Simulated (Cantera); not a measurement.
An adiabatic, constant-pressure homogeneous reactor starts with CH4 : C2H6 : C3H8 : O2 : N2 = 1 : 0.034 : 0.038 : 1.44 : 8.08 (molar parts), equivalence ratio 1.6, at 1050 K and 1.00 bar.

Cantera simulation using GRI-Mech 3.0 (53 species, 325 reactions); the numbers are that mechanism's predictions, not measurements.

Predict: time of steepest temperature rise; temperature at 2.00 s; equilibrium temperature; x(HCO) at 2.00 s; x(N2O) at 2.00 s.


| Quantity | Result |
|---|---|
| time of steepest temperature rise | 0.232 s |
| temperature at 2.00 s | 2136 K |
| equilibrium temperature | 2136 K |
| x(HCO) at 2.00 s | 2.17e-8 (gas-phase equilibrium 2.17e-8) |
| x(N2O) at 2.00 s | 1.50e-9 (gas-phase equilibrium 1.50e-9) |
